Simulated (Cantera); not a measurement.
Predominance diagram of Ca at 650 K against the partial pressures of O₂ and Cl₂ (log10, bar). Source: NASA polynomial tables (part measured, part estimated), evaluated in Cantera. Candidates: Ca(s), CaCl₂(s), CaO(s). Only these pure phases compete in this equilibrium. Not in the tables: oxide halides.

Question: Which phase is stable at these pairs, and which metal-bearing vapour leads over it? (-45, 0); (-2.8, 0); (-59, -42.9); (-53.4, 0); (-11.2, -21.4); (-50.6, -14.3); (-33.7, -25)

Answer: 
```
log p(O₂)  log p(Cl₂)     phase  chief vapour  log p (bar)
---------  ----------  --------  ------------  -----------
-45                 0  CaCl₂(s)         CaCl₂        -16.5
-2.8                0  CaCl₂(s)         CaCl₂        -16.5
-59             -42.9    CaO(s)         CaCl₂        -19.7
-53.4               0  CaCl₂(s)         CaCl₂        -16.5
-11.2           -21.4    CaO(s)         CaCl₂        -22.1
-50.6           -14.3  CaCl₂(s)         CaCl₂        -16.5
-33.7             -25  CaCl₂(s)         CaCl₂        -16.5
```
